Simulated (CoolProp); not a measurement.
The numbers come from the reference Helmholtz-energy equation of state, Marx 1992 in CoolProp.

Problem. For R113, give the phase and the density (kg/m³), Joule-Thomson coefficient (K/MPa), isothermal compressibility (1/MPa), expansivity (1/kK) at 302.7 K and 0.491 MPa; 406.7 K and 0.974 MPa.

Solution. 
- 302.7 K and 0.491 MPa: liquid; density 1550, Joule-Thomson coefficient -0.373, isothermal compressibility 0.00187, expansivity 1.54
- 406.7 K and 0.974 MPa: liquid; density 1260, Joule-Thomson coefficient 0.123, isothermal compressibility 0.00853, expansivity 2.87
